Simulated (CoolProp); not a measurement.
R152A at 293.15 K and 0.0269 MPa is compressed adiabatically to 0.107 MPa with isentropic efficiency 0.6. Each further row changes one setting.

The numbers come from the reference Helmholtz-energy equation of state, Outcalt 1996 in CoolProp. It is a modified Benedict-Webb-Rubin equation, recast in Helmholtz form.

```json
[
 {"case": "as stated", "work (kJ/kg)": "[?]", "final temperature (K)": "[?]", "final density (kg/m³)": "[?]"},
 {"case": "efficiency 1", "work (kJ/kg)": "[?]", "final temperature (K)": "[?]", "final density (kg/m³)": "2.49"},
 {"case": "efficiency 0.65", "work (kJ/kg)": "[?]", "final temperature (K)": "[?]", "final density (kg/m³)": "2.32"}
]
```

**Question.** Fill in the missing entries.

**Answer.** 
- as stated, work (kJ/kg): 91.6
- as stated, final temperature (K): 376.7
- as stated, final density (kg/m³): 2.28
- efficiency 1, work (kJ/kg): 55.0
- efficiency 1, final temperature (K): 345.6
- efficiency 0.65, work (kJ/kg): 84.5
- efficiency 0.65, final temperature (K): 370.8
